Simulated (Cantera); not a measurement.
Feed: 1 mol CH3Cl, 0.23 mol HCl.

These are equilibrium values from Cantera (NASA tables, ideal gas, pure condensed phases), not measurements of a reactor. Candidate condensed phases: C, C6H6, C7H8, C8H18; 91 gas species. Kinetics and transport are ignored.

Stable condensed phases, one row left out:

```
T in K \ P in Pa
              1    3.2     10     32    100    320   1000   3200  10000  32000 100000
   3123       A      A      A      A      A      A      A      B      B      B      B
   3073       A      A      A      A      A      A      A      B      B      B      B
   3023       A      A      A      A      A      A      B      B      B      B      B
   2973       A      A      A      A      A      A      B      B      B      B      B
   2923       A      A      A      A      A      B      B      B      B      B      B
   2873       A      A      A      A      A      B      B      B      B      B      B
   2823       A      A      A      A      B      B      B      B      B      B      B
   2773       A      A      A      A      B      B      B      B      B      B      B
   2673       A      A      A      B      B      B      B      B      B      B      B
   2623       A      A      B      B      B      B      B      B      B      B      B
   2573       A      B      B      B      B      B      B      B      B      B      B
```

A: gas only; B: C.

Question: Give the row for 2723 K.

Answer: 1: gas only; 3.2: gas only; 10: gas only; 32: C; 100: C; 320: C; 1000: C; 3200: C; 10000: C; 32000: C; 100000: C.
